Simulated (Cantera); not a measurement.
Feed: 1 mol NH₃, 0.045 mol O₂, 12 mol N₂, equilibrated at 2227 °C and 59.0 Pa.

Cantera equilibrium calculation (NASA polynomials, part measured and part estimated; ideal gas, pure solids and liquids). Candidate condensed phases: H₂O; 24 gas species. Rates play no part.

Task: What is the equilibrium state?

Result: 
| Quantity | Value |
|---|---|
| x(N₂) | 0.821 |
| x(H) | 0.152 |
| x(H₂) | 0.0215 |
| x(O) | 0.00402 |
| x(OH) | 0.000866 |
| x(H₂O) | 0.000592 |
| x(NO) | 0.000345 |
| x(O₂) | 4.53e-5 |
| x(N) | 1.09e-5 |
| gas amount | 15.23 mol |
